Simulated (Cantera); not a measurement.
# Equilibrium for silicon epitaxy and polysilicon growth: Si₃H₈ + HCl + N₂

Charge: 1 mol Si₃H₈, 0.25 mol HCl, 10 mol N₂, held at 1373.15 K and 12.0 mbar.

Method: chemical equilibrium by Gibbs-energy minimisation in Cantera with the NASA 1993 tables (ideal gas, pure condensed phases). Candidate condensed phases: NH₄Cl, Si, Si₃N₄; 28 gas species. The feed counts by its element totals alone. N₂ is the only nitrogen source here; it is nearly inert below about 1500 K, so the nitride shown seldom forms there in practice. The numbers say what is thermodynamically allowed, not how fast it happens.

```yaml
x(N₂): 0.653
x(H₂): 0.327
x(HCl): 0.0204
x(SiCl₂): 1.96e-5
x(H): 1.74e-5
n(Si₃N₄(s)): 1.000 mol
gas_amount: 12.25 mol
log10 activity of Si(s) (absent): -2.27
```
